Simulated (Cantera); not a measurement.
An isothermal, constant-pressure homogeneous reactor starts with CO : O2 : H2O : N2 = 0.0062 : 0.0081 : 0.00011 : 1 (molar parts), equivalence ratio 0.38, at 1448 K and 1.00 bar. Integrator tolerance rtol = 1e-08.

Model: GRI-Mech 3.0 (53 species, 325 reactions), integrated in Cantera.

Problem. What does this change do: temperature 1448 to 875 K?

Solution. 
```csv
quantity,before,after
x(CO) at 7.00 s,2.09e-7 (gas-phase equilibrium 1.93e-7),0.00611 (gas-phase equilibrium <1e-12)
x(O2) at 7.00 s,0.00494 (gas-phase equilibrium 0.00486),0.00798 (gas-phase equilibrium 0.00494)
x(H2O) at 7.00 s,0.000108 (gas-phase equilibrium 0.000108),0.000108 (gas-phase equilibrium 0.000109)
x(OH) at 7.00 s,6.53e-7 (gas-phase equilibrium 6.31e-7),<1e-12 (gas-phase equilibrium 9.15e-11)
x(CO2) at 7.00 s,0.00613 (gas-phase equilibrium 0.00613),7.51e-8 (gas-phase equilibrium 0.00613)
x(H2O2) at 7.00 s,1.23e-12 (gas-phase equilibrium 1.15e-12),<1e-12 (gas-phase equilibrium <1e-12)
```

Problem. What does this change do: temperature 1448 to 873 K?

Solution. 
| quantity | before | after |
|---|---|---|
| x(CO) at 7.00 s | 2.09e-7 (gas-phase equilibrium 1.93e-7) | 0.00611 (gas-phase equilibrium <1e-12) |
| x(O2) at 7.00 s | 0.00494 (gas-phase equilibrium 0.00486) | 0.00798 (gas-phase equilibrium 0.00494) |
| x(H2O) at 7.00 s | 0.000108 (gas-phase equilibrium 0.000108) | 0.000108 (gas-phase equilibrium 0.000109) |
| x(OH) at 7.00 s | 6.53e-7 (gas-phase equilibrium 6.31e-7) | <1e-12 (gas-phase equilibrium 8.69e-11) |
| x(CO2) at 7.00 s | 0.00613 (gas-phase equilibrium 0.00613) | 6.76e-8 (gas-phase equilibrium 0.00613) |
| x(H2O2) at 7.00 s | 1.23e-12 (gas-phase equilibrium 1.15e-12) | <1e-12 (gas-phase equilibrium <1e-12) |
